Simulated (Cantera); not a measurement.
MgCO3 + SO3 + O2 (roasting and sulfation)

Feed: 1 mol MgCO3, 0.88 mol SO3, 5.8 mol O2, at 0.133 bar.

Cantera equilibrium calculation (NASA polynomials, part measured and part estimated; ideal gas, pure solids and liquids). Candidate condensed phases: C, Mg, MgCO3, MgO, MgS, MgSO4, S; 26 gas species. Mutual solubility and eutectic melting of coexisting phases are not modelled. Rates play no part.

From 625 K to 1175 K the condensed part is MgO(s) + MgSO4(s).

```csv
T (K),x O2,x CO2,x SO2,x SO3,x O,x CO,n MgO(s),n MgSO4(s)
625,0.853,0.147,<1e-12,<1e-12,<1e-12,<1e-12,0.120,0.880
675,0.853,0.147,<1e-12,3.21e-12,<1e-12,<1e-12,0.120,0.880
725,0.853,0.147,1.94e-12,1.05e-10,<1e-12,<1e-12,0.120,0.880
775,0.853,0.147,1.15e-10,2.15e-9,<1e-12,<1e-12,0.120,0.880
825,0.853,0.147,4.11e-9,3.05e-8,<1e-12,<1e-12,0.120,0.880
875,0.853,0.147,9.66e-8,3.16e-7,5.20e-12,<1e-12,0.120,0.880
925,0.853,0.147,1.60e-6,2.53e-6,3.39e-11,1.68e-12,0.120,0.880
975,0.853,0.147,1.97e-5,1.62e-5,1.82e-10,1.11e-11,0.120,0.880
1025,0.853,0.147,0.000189,8.62e-5,8.35e-10,6.08e-11,0.122,0.878
1075,0.851,0.147,0.00145,0.000389,3.31e-9,2.84e-10,0.133,0.867
1125,0.844,0.145,0.00927,0.00153,1.16e-8,1.14e-9,0.195,0.805
1175,0.809,0.135,0.0511,0.00530,3.60e-8,3.93e-9,0.538,0.462
```
x: gas mole fraction; n: condensed amount in mol.
